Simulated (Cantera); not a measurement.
A Cantera script and its output.

```python
import numpy as np
import cantera as ct

gas = ct.Solution("gri30.yaml")
gas.TPX = 650, 120000, {'CH4': 1, 'CO': 1.1, 'O2': 2.66, 'N2': 11.4}
flame = ct.FreeFlame(gas, width=0.035)
flame.set_refine_criteria(ratio=3, slope=0.08, curve=0.16)
flame.transport_model = "mixture-averaged"
flame.solve(loglevel=0, auto=True)
z, T = flame.grid, flame.T
thick = (T[-1] - T[0]) / np.gradient(T, z).max()
show = ['CH4', 'CO', 'O2', 'NO', 'H2O', 'O']
print(f"laminar burning velocity  {flame.velocity[0] * 100:.3f} cm/s")
print(f"burnt temperature         {T[-1]:.1f} K")
print(f"thermal thickness         {thick * 1e3:.4f} mm")
print(f"grid points               {len(z)}")
z0 = z[flame.heat_release_rate.argmax()]
print(f"{'z/mm':>9s}{'T/K':>9s}{'u/(m/s)':>9s}" + "".join(f"{s:>11s}" for s in show))
rows = []
for k in (-3, -2, -1.5, -1, -0.5, -0.25, 0, 0.25, 0.5, 1, 2, 4, 8):
    zz = z0 + k * thick
    rows.append([k * thick, np.interp(zz, z, T), np.interp(zz, z, flame.velocity),
                 *(np.interp(zz, z, flame.X[gas.species_index(s)]) for s in show)])
    print(f"{rows[-1][0] * 1e3:9.3f}{rows[-1][1]:9.1f}{rows[-1][2]:9.3f}" + "".join(f"{x:11.3e}" for x in rows[-1][3:]))
```

Output:

```
laminar burning velocity  145.761 cm/s
burnt temperature         2339.0 K
thermal thickness         0.3033 mm
grid points               159
     z/mm      T/K  u/(m/s)        CH4         CO         O2         NO        H2O          O
   -0.910    650.1    1.458  6.185e-02  6.804e-02  1.645e-01  3.606e-11  1.140e-05  4.363e-12
   -0.607    650.6    1.461  6.176e-02  6.798e-02  1.644e-01  4.698e-10  1.099e-04  3.405e-10
   -0.455    653.0    1.468  6.155e-02  6.792e-02  1.641e-01  2.624e-09  4.784e-04  5.242e-09
   -0.303    673.4    1.518  6.030e-02  6.788e-02  1.625e-01  2.545e-08  3.007e-03  1.578e-07
   -0.152    896.6    2.038  4.884e-02  7.046e-02  1.468e-01  4.635e-07  2.444e-02  1.482e-05
   -0.076   1243.4    2.845  2.986e-02  7.690e-02  1.178e-01  1.500e-06  5.489e-02  1.641e-04
    0.000   1628.1    3.738  7.706e-03  8.286e-02  7.609e-02  3.823e-06  8.916e-02  1.358e-03
    0.076   1799.1    4.116  5.572e-04  7.324e-02  4.898e-02  7.200e-06  1.040e-01  4.509e-03
    0.152   1859.2    4.226  1.942e-05  5.954e-02  3.843e-02  1.020e-05  1.057e-01  6.092e-03
    0.303   1932.3    4.356  5.504e-08  4.523e-02  3.155e-02  1.512e-05  1.050e-01  6.095e-03
    0.607   2020.4    4.523  2.102e-12  3.689e-02  2.726e-02  2.330e-05  1.071e-01  4.967e-03
    1.213   2114.8    4.706  1.397e-16  3.172e-02  2.381e-02  3.687e-05  1.117e-01  3.441e-03
    2.426   2201.3    4.869  4.824e-17  2.601e-02  2.032e-02  6.077e-05  1.161e-01  2.165e-03
```

Cantera simulation using GRI-Mech 3.0 (53 species, 325 reactions); the numbers are that mechanism's predictions, not measurements. Burning velocities carry a grid error of a few per cent, more on coarse grids.
